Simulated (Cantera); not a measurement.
Gas mixture: 100 % CH4, at 3750 Torr, frozen composition.

Cantera's kinetic-theory transport with the Lennard-Jones parameters of GRI-Mech 3.0, ideal gas; thermal conductivity in the multicomponent form. The composition is frozen, though it would react at the higher temperatures.

D: mixture-averaged diffusion coefficient of that species in the mixture.

```tsv
T (K)	ρ (kg/m³)	cp (J/kg/K)	μ (µPa s)	λ (mW/m/K)	Pr	D (cm²/s) CH4	D (cm²/s) N2	D (cm²/s) CH3
400	2.41	2526	14.4	50.8	0.718	0.000	0.0757	0.0785
550	1.75	___	___	___	0.723	0.000	___	___
700	1.38	3656	21.7	109	0.727	0.000	0.198	0.208
850	1.14	___	___	___	0.728	0.000	___	___
1000	0.965	4589	27.7	174	0.730	0.000	0.360	0.380
1150	0.839	4962	30.3	206	0.730	0.000	0.455	0.481
1300	0.742	5281	32.9	238	0.730	0.000	0.558	0.590
```

What belongs in the gaps?


- 550, cp (J/kg/K): 3093
- 550, μ (µPa s): 18.3
- 550, λ (mW/m/K): 78.3
- 550, D (cm²/s) N2: 0.131
- 550, D (cm²/s) CH3: 0.137
- 850, cp (J/kg/K): 4143
- 850, μ (µPa s): 24.8
- 850, λ (mW/m/K): 141
- 850, D (cm²/s) N2: 0.274
- 850, D (cm²/s) CH3: 0.289
